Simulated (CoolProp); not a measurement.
Vapour-liquid equilibrium of n-pentane (1) + cyclohexane (2) at 160.05 °C; x and y are mole fractions of (1).

Model: multi-fluid Helmholtz-energy mixture model, Thol 2019 and Zhou 2014; pair parameters Bell 2016, in CoolProp.

```
x     bubble pressure (MPa)  y at the bubble point  dew pressure at overall composition x (MPa)  liquid density (mol/L)
----  ---------------------  ---------------------  -------------------------------------------  ----------------------
0.05                 0.7343                  0.116                                       0.6983                   7.453
0.2                  0.9133                  0.370                                       0.7860                   7.293
0.35                  1.088                  0.545                                       0.8964                   7.119
0.5                   1.262                  0.678                                        1.038                   6.929
0.65                  1.439                  0.787                                        1.222                   6.717
0.8                   1.623                  0.883                                        1.462                   6.477
0.95                  1.821                  0.971                                        1.772                   6.198
```

No azeotrope shows between x = 0.05 and 0.95.

Pair parameters are fitted to limited data, so mixtures are less certain than the pure fluids.
